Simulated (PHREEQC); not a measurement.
PHREEQC input (Pitzer model, pitzer.dat):

```
SOLUTION 1
  temp 25
  units mol/kgw
  pH 7 charge
  S(6) 0.0065
  Ca 0.0065
  Cl 0.0034
  K 0.0034
END
USE solution 1
INCREMENTAL_REACTIONS false
REACTION 1
  H2O -1
  0 9.886 18.011 24.689 30.178 34.689 38.397 41.444
  43.949 46.007 47.699 49.089 50.232 51.172 51.944 52.578
  53.1 53.528 53.88 54.17 54.408 54.603 54.764 54.896
  55.005 55.094 55.168 55.228 moles
EQUILIBRIUM_PHASES 1
  Arcanite 0 0
  Gypsum 0 0
  Anhydrite 0 0
  Misenite 0 0
  Portlandite 0 0
  Sylvite 0 0
  Syngenite 0 0
SELECTED_OUTPUT 1
  -reset false
  -pH true
  -pe true
  -ionic_strength true
  -water true
  -activities H2O
  -totals Ca Cl K S
  -molalities H+ K+ Ca+2 Cl- SO4-2 OH- HSO4-
  -equilibrium_phases Arcanite Gypsum Anhydrite Misenite Portlandite Sylvite Syngenite
PRINT
  -reset false
END
```

Selected output (columns that matter, 9 of 28 rows; water left (kg) added in front):

```
water left (kg)	pH	mu	Ca	Cl	K	S	m_H+	m_K+	m_Ca+2	m_Cl-	m_SO4-2	m_OH-	la_H2O	Gypsum
1	7.0369	0.0294	0.0065	0.0034	0.0034	0.0065	1.0755e-07	0.0034	0.0065	0.0034	0.0065	1.356e-07	-0.00012652	0
0.555203	7.0494	0.052954	0.011707	0.0061239	0.0061239	0.011707	1.083e-07	0.0061239	0.011707	0.0061239	0.011707	1.4899e-07	-0.00021942	0
0.25326	7.0567	0.079048	0.016406	0.013425	0.013425	0.016406	1.0975e-07	0.013425	0.016406	0.013425	0.016406	1.5901e-07	-0.00037099	0.0023451
0.140508	7.0571	0.093594	0.017349	0.024198	0.024198	0.017349	1.1138e-07	0.024198	0.017349	0.024198	0.017349	1.6123e-07	-0.00053463	0.0040623
0.0639877	7.057	0.13123	0.019525	0.053135	0.053135	0.019525	1.1466e-07	0.053135	0.019525	0.053135	0.019525	1.6564e-07	-0.00096665	0.0052507
0.0354337	7.056	0.18476	0.022202	0.095954	0.095954	0.022202	1.1789e-07	0.095954	0.022202	0.095954	0.022202	1.6991e-07	-0.0015944	0.0057133
0.0195698	7.0531	0.27862	0.026221	0.17374	0.17374	0.026221	1.2135e-07	0.17374	0.026221	0.17374	0.026221	1.744e-07	-0.0027173	0.0059869
0.00880673	7.0446	0.52489	0.034705	0.38607	0.38607	0.034705	1.2448e-07	0.38607	0.034705	0.38607	0.034705	1.7852e-07	-0.0057413	0.0061944
0.00478584	7.0325	0.88879	0.044589	0.71043	0.71043	0.044589	1.2287e-07	0.71043	0.044589	0.71043	0.044589	1.7707e-07	-0.010345	0.0062866
```

Complexes and solids missing from the database can't appear.
